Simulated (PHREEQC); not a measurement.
Solution (36 °C): 0.00073 mol Na2HAsO4, 0.014 mol H2SO4 and 0.14 mol ZnSO4 per kg of water. Closed to the air; pH follows from the charge balance.

All values are PHREEQC results (ion-association model, wateq4f.dat), not measurements.

```json
{
  "pH": "2.10",
  "ionic_strength": "0.278 mol/kgw",
  "total_alkalinity": "-27.3 meq/kg"
}
```

| species | molality | activity | log γ |
|---|---|---|---|
| Zn+2 | 0.0672 | 0.0196 | -0.536 |
| ZnSO4 | 0.0548 | 0.0584 | 0.028 |
| SO4-2 | 0.0465 | 0.0117 | -0.597 |
| Zn(SO4)2-2 | 0.0180 | 0.00514 | -0.545 |
| HSO4- | 0.0167 | 0.0117 | -0.154 |
| H+ | 0.0102 | 0.00798 | -0.107 |
| Na+ | 0.00137 | 0.000993 | -0.141 |
| H3AsO4 | 0.000399 | 0.000426 | 0.028 |
| H2AsO4- | 0.000331 | 0.000242 | -0.136 |
| NaSO4- | 8.66e-5 | 6.25e-5 | -0.141 |
| ZnOH+ | 8.19e-9 | 5.99e-9 | -0.136 |
| HAsO4-2 | 7.69e-9 | 2.19e-9 | -0.545 |

Precipitation was switched off in this run. Constants without temperature data keep their 25 °C values here. The database has no arsenate complexes of Zn.
